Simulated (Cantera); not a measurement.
**Equilibrium for abatement and gas-phase synthesis: H₂S + O₂ + H₂ + H₂O**

A closed system holds: 1 mol H₂S, a varied amount of O₂, 1.2 mol H₂, 2.5 mol H₂O, at 2427 °C and 24.8 Torr.

These are equilibrium values from Cantera (NASA tables, ideal gas, pure condensed phases), not measurements of a reactor. Candidate condensed phases: H₂O, H₂SO₄, S; 19 gas species. Kinetics and transport are ignored.

| n(O₂) (mol) | log p H₂O | log p H₂ | log p H | log p SO₂ | log p OH | log p SO | log p O₂ | log p O | log p S |
|---|---|---|---|---|---|---|---|---|---|
| 0.078 | -2.13 | -1.89 | -2.19 | -2.92 | -3.02 | -2.63 | -4.14 | -3.51 | -2.98 |
| 0.25 | -2.08 | -1.93 | -2.21 | -2.83 | -2.95 | -2.63 | -3.98 | -3.43 | -3.06 |
| 0.42 | -2.04 | -1.96 | -2.22 | -2.76 | -2.90 | -2.63 | -3.83 | -3.36 | -3.14 |
| 0.59 | -2.00 | -2.00 | -2.24 | -2.70 | -2.84 | -2.65 | -3.68 | -3.28 | -3.23 |
| 0.75 | -1.97 | -2.03 | -2.26 | -2.65 | -2.79 | -2.67 | -3.55 | -3.22 | -3.32 |
| 0.92 | -1.94 | -2.07 | -2.28 | -2.61 | -2.74 | -2.69 | -3.41 | -3.15 | -3.41 |
| 1.1 | -1.92 | -2.12 | -2.30 | -2.57 | -2.70 | -2.73 | -3.27 | -3.08 | -3.51 |
| 1.3 | -1.90 | -2.17 | -2.33 | -2.54 | -2.65 | -2.77 | -3.12 | -3.00 | -3.63 |
| 1.4 | -1.89 | -2.20 | -2.34 | -2.53 | -2.63 | -2.79 | -3.06 | -2.97 | -3.68 |
| 1.6 | -1.88 | -2.25 | -2.37 | -2.51 | -2.59 | -2.83 | -2.93 | -2.91 | -3.79 |
| 1.8 | -1.87 | -2.30 | -2.39 | -2.50 | -2.56 | -2.88 | -2.81 | -2.85 | -3.89 |
log p: log10 of the partial pressure in bar; nothing condenses.

From 0.078 mol O₂ to 1.8 mol O₂ nothing is condensed.
